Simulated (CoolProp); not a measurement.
A Linde-Hampson liquefier for normal hydrogen: isothermal reversible compression at 290 K from 1 atm to 25 MPa, throttling to 1 atm, return gas leaving the recuperator 10 K below the feed. Each further row changes one setting.

Values from CoolProp's reference Helmholtz-energy equation of state, Leachman 2009.

```json
[
 {"case": "as stated", "compression work (kJ/kg of gas)": "6770"},
 {"case": "high pressure 50 MPa", "compression work (kJ/kg of gas)": "7790"},
 {"case": "warm-end temperature 320 K", "compression work (kJ/kg of gas)": "7460"},
 {"case": "warm-end gap 15 K", "compression work (kJ/kg of gas)": "6770"}
]
```
